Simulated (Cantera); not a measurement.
Cantera run:

```python
import numpy as np
import cantera as ct

gas_names = [...]  # 87 gases of nasa_gas.yaml made of C, H, Si
cond_names = """
    C(gr) C6H6(L) C7H8(L) C8H18(L),n-octa Si(cr) Si(L) SiC(b)
""".split()


# ... load() reads the species with a 1 bar reference pressure and builds the phases ...
atoms = {
    'SiH4': {'Si': 1, 'H': 4},
    'C2H2': {'C': 2, 'H': 2},
    'H2': {'H': 2},
    'CH4': {'C': 1, 'H': 4},
}
top_T = {'C(gr)': 4500, 'SiC(b)': 3050}  # K; cautious upper limits of use, not melting points


# ... equilibrate(T, P, feed) seeds the gas with the atoms and calls Mixture.equilibrate('TP', solver="vcs", rtol=1e-11, max_steps=5000) ...
results = []
feed = {'SiH4': 1, 'C2H2': 0.0076, 'H2': 130, 'CH4': 0.5}  # mol
P = 310  # Pa
for T in [1848, 1948, 2048, 2148, 2248, 2348, 2448]:
    mix = equilibrate(T, P, feed)
    results.append((T, P, feed, dict(zip(mix.species_names, mix.species_moles))))

top = {s: max(r[3][s] / sum(r[3][g] for g in gas_names) for r in results) for s in gas_names}
cols = sorted((s for s in top if top[s] > 1e-06), key=lambda s: -top[s])[:9]
seen = [c for c in cond_names if any(r[3].get(c, 0) > 1e-12 for r in results)]
print("log10 of partial pressures in bar; condensed amounts in mol")
print(f"{'T/K':>10s}" + "".join(f"{s[:9]:>10s}" for s in cols + seen))
for T, P, feed, n in results:
    ng = sum(n[g] for g in gas_names)
    print(f"{T:10.4g}" + "".join(f"{np.log10(max(n[s] / ng * P / 1e5, 1e-99)):10.3f}" for s in cols)
          + "".join(f"{n.get(c, 0):10.4g}" for c in seen))
```

Result:

```
log10 of partial pressures in bar; condensed amounts in mol
       T/K        H2         H        Si C2H2,acet      SiC2      Si2C       SiH      SiH2       C2H     Si(L)    SiC(b)
      1848    -2.514    -4.532    -5.203    -9.154    -9.971    -7.069    -6.461    -6.895   -13.144    0.1846    0.5114
      1948    -2.519    -4.206    -4.986    -7.776    -8.466    -6.647    -6.360    -6.977   -11.270         0    0.5036
      2048    -2.528    -3.914    -4.942    -6.239    -6.961    -6.418    -6.422    -7.206    -9.283         0    0.4379
      2148    -2.545    -3.653    -4.721    -5.377    -5.941    -6.112    -6.302    -7.242    -8.010         0         0
      2248    -2.570    -3.419    -4.707    -5.363    -5.961    -6.590    -6.386    -7.471    -7.616         0         0
      2348    -2.609    -3.213    -4.714    -5.371    -6.004    -7.069    -6.490    -7.717    -7.269         0         0
      2448    -2.667    -3.035    -4.733    -5.399    -6.054    -7.534    -6.610    -7.978    -6.959         0         0
```

Equilibrium computed with Cantera from the NASA thermochemical tables; the gas is ideal and each condensed phase is pure. Mutual solubility and eutectic melting of coexisting phases are not modelled. Gases not in the tables: Si2H6 and higher silanes.
